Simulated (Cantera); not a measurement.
Charge: 1 mol B2H6, 0.21 mol O2, 0.19 mol N2, equilibrated at 1375 K and 880 Pa.

These are equilibrium values from Cantera (NASA tables, ideal gas, pure condensed phases), not measurements of a reactor. Candidate condensed phases: B, BN, B2O3, B3O3H3, H2O; 39 gas species. The feed counts by its element totals alone. N2 is the only nitrogen source here; it is nearly inert below about 1500 K, so the nitride shown seldom forms there in practice. Mutual solubility and eutectic melting of coexisting phases are not modelled. Kinetics and transport are ignored.

Base state: H2 0.990, HBO 0.00861, B2O2 0.000808, B3O3H3 0.000645, HBO2 0.000158, B2O3 0.000149, H 3.63e-5, BO 1.00e-5 (mole fractions); condensed: B(s) + BN(s) + B2O3(l).

Q: What changes in the equilibrium state with this change: O2 from 0.21 to 3.9 mol?

A: 
| species | before | after |
|---|---|---|
| H2O | 4.26e-6 | 0.678 |
| O2 | <1e-9 | 0.213 |
| HBO2 | 0.000158 | 0.0632 |
| H2 | 0.990 | 4.79e-6 |
| N2 | 1.62e-8 | 0.0449 |
| HBO | 0.00861 | <1e-9 |
| B2O2 | 0.000808 | <1e-9 |
| B3O3H3 | 0.000645 | <1e-9 |
| (HBO2)3 | <1e-9 | 0.000342 |
| OH | <1e-9 | 0.000204 |
| B(s), mol | 1.33 | 0 |
| BN(s), mol | 0.380 | 0 |
| B2O3(l), mol | 0.127 | 0.864 |
Gases not in the tables: H3BO3.
